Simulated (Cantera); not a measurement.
**Thermodynamics of hydrogen reduction and annealing atmospheres, feed FeS2 + H2 + H2O**

Feed: 1 mol FeS2, 39 mol H2, 2.7 mol H2O, held at 29.0 mbar.

Equilibrium computed with Cantera from the NASA thermochemical tables; the gas is ideal and each condensed phase is pure. Candidate condensed phases: Fe, FeO, Fe(OH)2, Fe(OH)3, FeS, FeSO4, FeS2, Fe2O3, Fe2(SO4)3, Fe3O4, H2O, H2SO4, S; 22 gas species. Metal and sulfide melt together well below either melting point, which pure phases cannot show. Mutual solubility and eutectic melting of coexisting phases are not modelled. FeS: taken at fixed stoichiometry. The numbers say what is thermodynamically allowed, not how fast it happens.

From 1325 K to 1425 K the condensed part is FeS(s). From 1475 K to 1625 K the condensed part is FeS(l). From 1675 K to 1725 K the condensed part is Fe(δ) + FeS(l). At 1775 K the condensed part is Fe(δ). From 1825 K to 1975 K the condensed part is Fe(l). The main Fe-bearing gas is Fe throughout.

```json
[
 {"T (K)": "1325", "x H2": "0.912", "x H2O": "0.0647", "x H2S": "0.0234", "x S2": "0.000252", "x Fe": "2.36e-8", "x H": "9.17e-6", "x SH": "0.000112", "x S": "3.81e-7", "n FeS(s)": "1.000", "n FeS(l)": "0", "n Fe(δ)": "0", "n Fe(l)": "0"},
 {"T (K)": "1375", "x H2": "0.912", "x H2O": "0.0647", "x H2S": "0.0229", "x S2": "0.000440", "x Fe": "1.12e-7", "x H": "1.92e-5", "x SH": "0.000189", "x S": "1.03e-6", "n FeS(s)": "1.000", "n FeS(l)": "0", "n Fe(δ)": "0", "n Fe(l)": "0"},
 {"T (K)": "1425", "x H2": "0.912", "x H2O": "0.0647", "x H2S": "0.0222", "x S2": "0.000721", "x Fe": "4.79e-7", "x H": "3.83e-5", "x SH": "0.000304", "x S": "2.57e-6", "n FeS(s)": "1.000", "n FeS(l)": "0", "n Fe(δ)": "0", "n Fe(l)": "0"},
 {"T (K)": "1475", "x H2": "0.912", "x H2O": "0.0646", "x H2S": "0.0213", "x S2": "0.00111", "x Fe": "1.84e-6", "x H": "7.27e-5", "x SH": "0.000466", "x S": "5.92e-6", "n FeS(s)": "0", "n FeS(l)": "1.000", "n Fe(δ)": "0", "n Fe(l)": "0"},
 {"T (K)": "1525", "x H2": "0.913", "x H2O": "0.0646", "x H2S": "0.0200", "x S2": "0.00160", "x Fe": "6.16e-6", "x H": "0.000133", "x SH": "0.000682", "x S": "1.27e-5", "n FeS(s)": "0", "n FeS(l)": "1.000", "n Fe(δ)": "0", "n Fe(l)": "0"},
 {"T (K)": "1575", "x H2": "0.913", "x H2O": "0.0645", "x H2S": "0.0186", "x S2": "0.00216", "x Fe": "1.94e-5", "x H": "0.000233", "x SH": "0.000956", "x S": "2.55e-5", "n FeS(s)": "0", "n FeS(l)": "0.999", "n Fe(δ)": "0", "n Fe(l)": "0"},
 {"T (K)": "1625", "x H2": "0.914", "x H2O": "0.0645", "x H2S": "0.0170", "x S2": "0.00277", "x Fe": "5.80e-5", "x H": "0.000396", "x SH": "0.00129", "x S": "4.81e-5", "n FeS(s)": "0", "n FeS(l)": "0.998", "n Fe(δ)": "0", "n Fe(l)": "0"},
 {"T (K)": "1675", "x H2": "0.911", "x H2O": "0.0643", "x H2S": "0.0177", "x S2": "0.00448", "x Fe": "0.000143", "x H": "0.000651", "x SH": "0.00193", "x S": "9.87e-5", "n FeS(s)": "0", "n FeS(l)": "0.795", "n Fe(δ)": "0.199", "n Fe(l)": "0"},
 {"T (K)": "1725", "x H2": "0.905", "x H2O": "0.0639", "x H2S": "0.0188", "x S2": "0.00747", "x Fe": "0.000325", "x H": "0.00104", "x SH": "0.00289", "x S": "0.000200", "n FeS(s)": "0", "n FeS(l)": "0.445", "n Fe(δ)": "0.541", "n Fe(l)": "0"},
 {"T (K)": "1775", "x H2": "0.899", "x H2O": "0.0634", "x H2S": "0.0194", "x S2": "0.0115", "x Fe": "0.000703", "x H": "0.00161", "x SH": "0.00414", "x S": "0.000382", "n FeS(s)": "0", "n FeS(l)": "0", "n Fe(δ)": "0.970", "n Fe(l)": "0"},
 {"T (K)": "1825", "x H2": "0.898", "x H2O": "0.0632", "x H2S": "0.0168", "x S2": "0.0122", "x Fe": "0.00144", "x H": "0.00245", "x SH": "0.00489", "x S": "0.000588", "n FeS(s)": "0", "n FeS(l)": "0", "n Fe(δ)": "0", "n Fe(l)": "0.939"},
 {"T (K)": "1875", "x H2": "0.896", "x H2O": "0.0628", "x H2S": "0.0146", "x S2": "0.0127", "x Fe": "0.00280", "x H": "0.00364", "x SH": "0.00566", "x S": "0.000878", "n FeS(s)": "0", "n FeS(l)": "0", "n Fe(δ)": "0", "n Fe(l)": "0.881"},
 {"T (K)": "1925", "x H2": "0.893", "x H2O": "0.0623", "x H2S": "0.0126", "x S2": "0.0129", "x Fe": "0.00523", "x H": "0.00531", "x SH": "0.00645", "x S": "0.00127", "n FeS(s)": "0", "n FeS(l)": "0", "n Fe(δ)": "0", "n Fe(l)": "0.776"},
 {"T (K)": "1975", "x H2": "0.888", "x H2O": "0.0616", "x H2S": "0.0108", "x S2": "0.0129", "x Fe": "0.00946", "x H": "0.00757", "x SH": "0.00722", "x S": "0.00179", "n FeS(s)": "0", "n FeS(l)": "0", "n Fe(δ)": "0", "n Fe(l)": "0.592"}
]
```
x: gas mole fraction; n: condensed amount in mol.
